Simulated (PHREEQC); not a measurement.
Copper plating or etch bath

Solution (75 °C): 2.1 mmol/kgw Cu(NO3)2, 5.8 mmol/kgw HNO3 and 0.056 mmol/kgw Na2SO4. Closed to the air; pH follows from the charge balance.

The numbers come from PHREEQC with the ion-association model, phreeqc.dat.

Each row changes one thing in this solution. No solid was allowed to form.

```csv
case,pH,ionic strength (mol/kgw)
as made,2.29,0.0122
Na2SO4 left out,2.28,0.0121
diluted 100-fold with water,4.24,0.000123
0.00074 mol/kgw K2SO4 added,___,0.0134
HNO3 from 0.0058 to 0.058 mol/kgw,1.32,0.0644
diluted 10-fold with water,___,0.00122
temperature from 75 to 10 °C,2.28,0.0122
Na2SO4 from 5.6e-05 to 8.4e-05 mol/kgw,2.29,0.0122
Cu(NO3)2 left out,2.27,0.00590
```

**Question.** What belongs in the gaps?

**Answer.** 
- 0.00074 mol/kgw K2SO4 added, pH: 2.31
- diluted 10-fold with water, pH: 3.25

Away from 25 °C the constants follow the database's enthalpies or fits; those with neither stay at their 25 °C values.
